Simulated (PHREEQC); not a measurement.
Brine

Dissolve 0.22 mol NaCl and 0.106 mol NaHCO3 per kg of water at 77 °C. Closed to the air; pH follows from the charge balance.

All values are PHREEQC results (Pitzer model, pitzer.dat), not measurements.

No solid was allowed to form.

Question: Predict the pH, osmotic coefficient.

Answer: pH 7.80; osmotic coefficient 0.896.

Question: In which forms is C present?

Answer: HCO3- 96 %, CO2 2.0 %, CO3-2 2.0 % of the C.

Constants without temperature data keep their 25 °C values here.
